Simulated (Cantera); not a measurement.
Charge: 1 mol SiCl4, 0.26 mol CH4, 350 mol H2, equilibrated at 28.5 Torr.

Cantera equilibrium calculation (NASA polynomials, part measured and part estimated; ideal gas, pure solids and liquids). Candidate condensed phases: C, C6H6, C7H8, C8H18, Si, SiC; 109 gas species. Mutual solubility and eutectic melting of coexisting phases are not modelled. The tables' values for SiCl are old estimates; treat these amounts as uncertain. Gases not in the tables: Si2H6 and higher silanes. Equilibrium is a limit: real reactors are often held back by kinetics, nucleation or transport. All values below are at 1727 °C.

Base state: H2 0.979, HCl 0.0106, H 0.00826, Si 0.00115, SiCl2 0.000275, SiH 0.000150, SiH2 0.000104, SiCl 7.11e-5 (mole fractions); condensed: Si(l) + SiC(s).

Question: What changes in the equilibrium state with this change: SiCl4 replaced by SiH4?

Answer: 
```
species        before    after
-----------  --------  -------
H2              0.979    0.990
H             0.00826  0.00830
Si            0.00115  0.00115
HCl            0.0106        0
SiCl2        0.000275        0
SiCl          7.11e-5        0
Cl            6.65e-5        0
Si(l), mol      0.101    0.223
SiC(s), mol     0.247    0.247
```
